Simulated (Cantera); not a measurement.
Input: 1 mol Al(CH3)3, 1.8 mol N2O, 700 mol N2, held at 0.150 bar.

Cantera equilibrium calculation (NASA polynomials, part measured and part estimated; ideal gas, pure solids and liquids). Candidate condensed phases: Al, AlN, Al2O3, C, C6H6, C7H8, C8H18, H2O; 148 gas species. The feed counts by its element totals alone. Mutual solubility and eutectic melting of coexisting phases are not modelled. Condensed phases not in the tables: aluminium oxynitride. The numbers say what is thermodynamically allowed, not how fast it happens.

log p: log10 of the partial pressure in bar; n: condensed amount in mol.

| T (K) | log p N2 | log p H2 | log p CO | log p HCN | log p H | n Al2O3(s) | n C(graphite) | n AlN(s) |
|---|---|---|---|---|---|---|---|---|
| 1148 | -0.83 | -3.02 | -4.20 | -6.31 | -8.65 | 0.500 | 2.70 | 0 |
| 1223 | -0.83 | -3.02 | -3.93 | -5.94 | -8.03 | 0.416 | 2.44 | 0.169 |
| 1298 | -0.83 | -3.02 | -3.42 | -5.62 | -7.48 | 0 | 1.19 | 1.00 |
| 1373 | -0.83 | -3.02 | -3.42 | -5.33 | -6.99 | 0 | 1.18 | 1.00 |
| 1448 | -0.83 | -3.02 | -3.42 | -5.07 | -6.55 | 0 | 1.16 | 1.00 |
| 1523 | -0.83 | -3.02 | -3.42 | (withheld) | (withheld) | 0 | 1.13 | 1.000 |
| 1598 | -0.83 | -3.03 | -3.42 | (withheld) | (withheld) | 0 | 1.08 | 1.000 |
| 1673 | -0.83 | -3.03 | -3.42 | -4.43 | -5.46 | 0 | 1.02 | 1.000 |
| 1748 | -0.83 | -3.04 | -3.42 | -4.26 | -5.16 | 0 | 0.929 | 0.999 |
| 1823 | -0.83 | -3.04 | -3.42 | -4.10 | -4.88 | 0 | 0.807 | 0.994 |
| 1898 | -0.83 | -3.05 | -3.42 | -3.96 | -4.63 | 0 | 0.649 | 0.967 |

Question: Complete the blanks.

Answer: 
- 1598, log p HCN: -4.62
- 1598, log p H: -5.79
- 1523, log p HCN: -4.83
- 1523, log p H: -6.15
